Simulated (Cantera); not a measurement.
Cantera run:

```python
import numpy as np
import cantera as ct

gas_names = [...]  # 113 gases of nasa_gas.yaml made of C, H, O, Pb
cond_names = """
    C(gr) C6H6(L) C7H8(L) C8H18(L),n-octa H2O(s) H2O(L) Pb(cr) Pb(L) PbO(rd) PbO(yw) PbO(L) PbO2(s)
    Pb3O4(s)
""".split()


# ... load() reads the species with a 1 bar reference pressure and builds the phases ...
atoms = {
    'PbO': {'Pb': 1, 'O': 1},
    'CH4': {'C': 1, 'H': 4},
    'H2': {'H': 2},
}
top_T = {'C(gr)': 4500, 'Pb3O4(s)': 820}  # K; cautious upper limits of use, not melting points


# ... equilibrate(T, P, feed) seeds the gas with the atoms and calls Mixture.equilibrate('TP', solver="vcs", rtol=1e-11, max_steps=5000) ...
results = []
feed = {'PbO': 1, 'CH4': 3.3, 'H2': 10}  # mol
P = 3700  # Pa
for T in [1050, 1150, 1250, 1350, 1450, 1550, 1650, 1750, 1850, 1950, 2050, 2150, 2250, 2350]:
    mix = equilibrate(T, P, feed)
    results.append((T, P, feed, dict(zip(mix.species_names, mix.species_moles))))

top = {s: max(r[3][s] / sum(r[3][g] for g in gas_names) for r in results) for s in gas_names}
cols = sorted((s for s in top if top[s] > 0.0001), key=lambda s: -top[s])[:9]
seen = [c for c in cond_names if any(r[3].get(c, 0) > 1e-12 for r in results)]
print("log10 of partial pressures in bar; condensed amounts in mol")
print(f"{'T/K':>10s}" + "".join(f"{s[:9]:>10s}" for s in cols + seen))
for T, P, feed, n in results:
    ng = sum(n[g] for g in gas_names)
    print(f"{T:10.4g}" + "".join(f"{np.log10(max(n[s] / ng * P / 1e5, 1e-99)):10.3f}" for s in cols)
          + "".join(f"{n.get(c, 0):10.4g}" for c in seen))
```

It prints:

```
log10 of partial pressures in bar; condensed amounts in mol
       T/K        H2         H        CO        Pb C2H2,acet       CH4       H2O     C(gr)     Pb(L)
      1050    -1.459    -8.820    -2.680    -4.332    -9.842    -4.160    -4.880     2.274    0.9779
      1150    -1.461    -7.858    -2.681    -3.538    -8.874    -4.553    -5.471     2.288    0.8612
      1250    -1.473    -7.052    -2.693    -2.874    -8.072    -4.906    -5.989     2.294    0.3402
      1350    -1.481    -6.363    -2.701    -2.701    -7.388    -5.202    -6.424     2.297         0
      1450    -1.481    -5.765    -2.701    -2.701    -6.793    -5.444    -6.786     2.298         0
      1550    -1.481    -5.242    -2.701    -2.701    -6.276    -5.654    -7.099     2.298         0
      1650    -1.481    -4.782    -2.701    -2.701    -5.822    -5.839    -7.374     2.298         0
      1750    -1.482    -4.374    -2.702    -2.702    -5.421    -6.003    -7.617     2.296         0
      1850    -1.483    -4.010    -2.702    -2.702    -5.065    -6.149    -7.834     2.291         0
      1950    -1.484    -3.683    -2.703    -2.703    -4.746    -6.281    -8.029     2.282         0
      2050    -1.487    -3.388    -2.704    -2.704    -4.461    -6.402    -8.206     2.265         0
      2150    -1.492    -3.121    -2.706    -2.706    -4.204    -6.515    -8.369     2.236         0
      2250    -1.499    -2.879    -2.709    -2.709    -3.975    -6.625    -8.522     2.191         0
      2350    -1.512    -2.660    -2.714    -2.714    -3.770    -6.734    -8.668     2.122         0
```

These are equilibrium values from Cantera (NASA tables, ideal gas, pure condensed phases), not measurements of a reactor.
